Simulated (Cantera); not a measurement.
Input (Python, Cantera):

```python
import numpy as np
import cantera as ct

gas = ct.Solution("gri30.yaml")
gas.TPX = 1200, 1000000, {'CH2O': 0.004, 'O2': 0.026, 'N2': 1, 'H2': 0.023}
reactor = ct.IdealGasConstPressureReactor(gas, energy="off", clone=False)
net = ct.ReactorNet([reactor])
net.rtol, net.atol = 1e-08, 1e-18
show = ['CH2O', 'O2', 'HCO', 'NO2', 'CO', 'HO2', 'CH3']
times = np.geomspace(1e-06, 10, 9)

steps = ct.SolutionArray(gas, extra=["t"])
rows = []
print(f"{'t/s':>10s}{'T/K':>9s}{'P/Pa':>11s}" + "".join(f"{s:>11s}" for s in show))
for t in times:
    while net.time < t:
        t_next = net.step()
        steps.append(gas.state, t=t_next)
    rows.append([np.interp(t, steps.t, y) for y in (steps.T, steps.P, *steps(*show).X.T)])
    print(f"{t:10.3e}{rows[-1][0]:9.1f}{rows[-1][1]:11.4g}" + "".join(f"{x:11.3e}" for x in rows[-1][2:]))
rate = np.gradient(steps.T, steps.t)
print("integrator steps:", len(steps.t))
if steps.T.max() > steps.T[0] + 200:
    print(f"time of steepest temperature rise: {steps.t[rate.argmax()]:.4e} s")
gas.TPX = 1200, 1000000, {'CH2O': 0.004, 'O2': 0.026, 'N2': 1, 'H2': 0.023}
gas.equilibrate("TP")
print(f"equilibrium (TP): T = {gas.T:.1f} K  " + "  ".join(f"{s} {gas[s].X[0]:.3e}" for s in show))
```

Output:

```
       t/s      T/K       P/Pa       CH2O         O2        HCO        NO2         CO        HO2        CH3
 1.000e-06   1200.0      1e+06  3.799e-03  2.469e-02  1.755e-09  5.044e-25  6.301e-08  9.436e-08  1.058e-16
 7.499e-06   1200.0      1e+06  3.798e-03  2.469e-02  2.406e-09  9.391e-22  6.163e-07  7.651e-07  2.945e-15
 5.623e-05   1200.0      1e+06  3.783e-03  2.468e-02  1.505e-08  6.645e-18  1.524e-05  9.073e-06  4.409e-13
 4.217e-04   1200.0      1e+06  4.915e-05  2.147e-02  9.317e-08  3.574e-11  3.633e-03  8.120e-05  3.148e-10
 3.162e-03   1200.0      1e+06  7.198e-11  1.190e-02  7.845e-11  4.302e-09  2.491e-03  1.805e-05  2.100e-12
 2.371e-02   1200.0      1e+06  8.892e-13  1.067e-02  2.121e-12  9.408e-09  1.184e-03  3.597e-06  1.216e-14
 1.778e-01   1200.0      1e+06  2.497e-15  1.014e-02  1.425e-14  1.227e-08  1.158e-04  5.766e-07  1.705e-20
 1.334e+00   1200.0      1e+06  8.156e-24  1.008e-02  2.375e-22  1.986e-10  1.588e-09  1.257e-09  4.642e-28
 1.000e+01   1200.0      1e+06  1.088e-24  1.008e-02  3.070e-23  2.046e-10  2.124e-10  1.245e-09  4.068e-28
integrator steps: 2143
equilibrium (TP): T = 1200.0 K  CH2O 1.088e-24  O2 1.006e-02  HCO 3.076e-23  NO2 5.536e-07  CO 2.127e-10  HO2 1.243e-09  CH3 1.388e-38
```

Detailed kinetics in Cantera: GRI-Mech 3.0 (53 species, 325 reactions).
